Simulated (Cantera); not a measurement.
Cantera run, input and output.

```python
import numpy as np
import cantera as ct

gas = ct.Solution("h2o2.yaml")
gas.TPX = 700, 1000000, {'H2': 1, 'O2': 0.633, 'N2': 2.38, 'H2O': 0.66}
flame = ct.FreeFlame(gas, width=0.008)
flame.set_refine_criteria(ratio=3, slope=0.08, curve=0.16)
flame.transport_model = "mixture-averaged"
flame.solve(loglevel=0, auto=True)
z, T = flame.grid, flame.T
thick = (T[-1] - T[0]) / np.gradient(T, z).max()
show = ['H2', 'O2', 'H2O', 'HO2', 'O', 'H2O2']
print(f"laminar burning velocity  {flame.velocity[0] * 100:.3f} cm/s")
print(f"burnt temperature         {T[-1]:.1f} K")
print(f"thermal thickness         {thick * 1e3:.4f} mm")
print(f"grid points               {len(z)}")
z0 = z[flame.heat_release_rate.argmax()]
print(f"{'z/mm':>9s}{'T/K':>9s}{'u/(m/s)':>9s}" + "".join(f"{s:>11s}" for s in show))
rows = []
for k in (-3, -2, -1.5, -1, -0.5, -0.25, 0, 0.25, 0.5, 1, 2, 4, 8):
    zz = z0 + k * thick
    rows.append([k * thick, np.interp(zz, z, T), np.interp(zz, z, flame.velocity),
                 *(np.interp(zz, z, flame.X[gas.species_index(s)]) for s in show)])
    print(f"{rows[-1][0] * 1e3:9.3f}{rows[-1][1]:9.1f}{rows[-1][2]:9.3f}" + "".join(f"{x:11.3e}" for x in rows[-1][3:]))
```

Output:

```
laminar burning velocity  174.502 cm/s
burnt temperature         2122.9 K
thermal thickness         0.0386 mm
grid points               109
     z/mm      T/K  u/(m/s)         H2         O2        H2O        HO2          O       H2O2
   -0.116    700.8    1.738  2.092e-01  1.363e-01  1.423e-01  3.438e-07  2.740e-14  2.589e-07
   -0.077    705.9    1.731  1.991e-01  1.378e-01  1.448e-01  4.086e-06  1.904e-11  3.083e-06
   -0.058    714.6    1.732  1.883e-01  1.393e-01  1.480e-01  1.250e-05  2.776e-10  9.344e-06
   -0.039    750.5    1.777  1.651e-01  1.413e-01  1.571e-01  6.462e-05  1.449e-08  4.579e-05
   -0.019    955.8    2.179  1.157e-01  1.348e-01  1.948e-01  6.302e-04  5.650e-06  3.152e-04
   -0.010   1247.2    2.800  8.018e-02  1.154e-01  2.419e-01  1.062e-03  1.325e-04  3.610e-04
    0.000   1583.0    3.533  4.565e-02  8.556e-02  2.992e-01  6.131e-04  7.492e-04  2.737e-05
    0.010   1805.3    4.023  2.333e-02  6.190e-02  3.388e-01  2.638e-04  1.286e-03  6.978e-06
    0.019   1926.2    4.290  1.300e-02  4.997e-02  3.581e-01  1.288e-04  1.339e-03  4.619e-06
    0.039   2032.0    4.518  5.926e-03  4.239e-02  3.726e-01  4.941e-05  9.058e-04  2.762e-06
    0.077   2092.7    4.644  2.295e-03  3.969e-02  3.807e-01  1.690e-05  3.928e-04  1.504e-06
    0.154   2116.3    4.691  8.306e-04  3.909e-02  3.841e-01  6.776e-06  1.655e-04  8.609e-07
    0.309   2122.2    4.702  4.722e-04  3.904e-02  3.850e-01  4.703e-06  1.093e-04  6.791e-07
```

Computed with Cantera and the H2/O2 subset of GRI-Mech 3.0, which has no nitrogen chemistry. The hydrogen kinetics of GRI-Mech 3.0 are dated; newer H2 mechanisms differ, most at raised pressure. Burning velocities carry a grid error of a few per cent, more on coarse grids.
